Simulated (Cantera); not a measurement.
Input (Python, Cantera) and output of one run.

```python
import numpy as np
import cantera as ct

gas_names = [...]  # 47 gases of nasa_gas.yaml made of Cl, H, N, O, Si
cond_names = """
    H2O(s) H2O(L) NH4CL(a) NH4CL(b) Si(cr) Si(L) SiO2(Lqz) SiO2(hqz) SiO2(L) Si2N2O(s) Si3N4(a)
""".split()


# ... load() reads the species with a 1 bar reference pressure and builds the phases ...
atoms = {
    'Si3N4': {'Si': 3, 'N': 4},
    'O2': {'O': 2},
    'H2': {'H': 2},
    'HCl': {'H': 1, 'CL': 1},
}
top_T = {'Si2N2O(s)': 2100, 'Si3N4(a)': 2400}  # K; cautious upper limits of use, not melting points


# ... equilibrate(T, P, feed) seeds the gas with the atoms and calls Mixture.equilibrate('TP', solver="vcs", rtol=1e-11, max_steps=5000) ...
results = []
T = 1400  # K
P = 2.9  # Pa
for m in [5.3, 7.5, 11, 15, 21, 30, 42]:
    feed = {'Si3N4': 1, 'O2': 0.14, 'H2': 5.4, 'HCl': m}  # mol
    mix = equilibrate(T, P, feed)
    results.append((T, P, feed, dict(zip(mix.species_names, mix.species_moles))))
    x = sorted(zip(gas.X, gas.species_names), reverse=True)
    print(f"T = {T:g} K  P = {P:g} Pa  n(HCl) = {m:g} mol  gas = {mix.phase_moles(0):.4g} mol")
    print("   x: " + "  ".join(f"{s} {v:.3e}" for v, s in x if v > 1e-05))
    print("   condensed (mol): " + ("  ".join(f"{mix.phase(i).name} {mix.phase_moles(i):.4g}"
          for i in range(1, mix.n_phases) if mix.phase_moles(i) > 1e-12) or "none"))
```

Result:

```
T = 1400 K  P = 2.9 Pa  n(HCl) = 5.3 mol  gas = 12.5 mol
   x: H2 5.645e-01  HCL 1.586e-01  N2 1.407e-01  SiCL2 1.315e-01  SiO 3.089e-03  SiCL3 7.432e-04  H 6.786e-04  CL 1.570e-04  SiCL 5.861e-05  Si 2.838e-05  SiCL4 1.784e-05
   condensed (mol): Si(cr) 0.8247  Si2N2O(s) 0.2414
T = 1400 K  P = 2.9 Pa  n(HCl) = 7.5 mol  gas = 14.73 mol
   x: H2 5.343e-01  HCL 1.735e-01  SiCL2 1.662e-01  N2 1.204e-01  SiO 3.609e-03  SiCL3 1.056e-03  H 6.602e-04  CL 1.765e-04  SiCL 6.589e-05  SiCL4 2.849e-05  Si 2.838e-05
   condensed (mol): Si(cr) 0.02886  Si2N2O(s) 0.2269
T = 1400 K  P = 2.9 Pa  n(HCl) = 11 mol  gas = 18.67 mol
   x: H2 4.357e-01  HCL 2.956e-01  SiCL2 1.438e-01  N2 1.071e-01  SiO 1.500e-02  SiCL3 1.725e-03  H 5.962e-04  CL 3.331e-04  SiCL4 8.782e-05  SiCL 3.022e-05
   condensed (mol): none
T = 1400 K  P = 2.9 Pa  n(HCl) = 15 mol  gas = 22.66 mol
   x: HCL 4.188e-01  H2 3.595e-01  SiCL2 1.176e-01  N2 8.825e-02  SiO 1.235e-02  SiCL3 2.200e-03  H 5.416e-04  CL 5.194e-04  SiCL4 1.747e-04  SiCL 1.585e-05  SiHCL3 1.062e-05
   condensed (mol): none
T = 1400 K  P = 2.9 Pa  n(HCl) = 21 mol  gas = 28.65 mol
   x: HCL 5.392e-01  H2 2.850e-01  SiCL2 9.213e-02  N2 6.980e-02  SiO 9.772e-03  SiCL3 2.492e-03  CL 7.512e-04  H 4.822e-04  SiCL4 2.862e-04  SiHCL3 1.071e-05
   condensed (mol): none
T = 1400 K  P = 2.9 Pa  n(HCl) = 30 mol  gas = 37.64 mol
   x: HCL 6.480e-01  H2 2.177e-01  SiCL2 6.926e-02  N2 5.313e-02  SiO 7.438e-03  SiCL3 2.576e-03  CL 1.033e-03  H 4.214e-04  SiCL4 4.068e-04
   condensed (mol): none
T = 1400 K  P = 2.9 Pa  n(HCl) = 42 mol  gas = 49.63 mol
   x: HCL 7.317e-01  H2 1.658e-01  SiCL2 5.179e-02  N2 4.029e-02  SiO 5.641e-03  SiCL3 2.492e-03  CL 1.336e-03  SiCL4 5.092e-04  H 3.678e-04
   condensed (mol): none
```

These are equilibrium values from Cantera (NASA tables, ideal gas, pure condensed phases), not measurements of a reactor. Mutual solubility and eutectic melting of coexisting phases are not modelled. The tables' values for SiCl3, SiCl are old estimates; treat these amounts as uncertain.
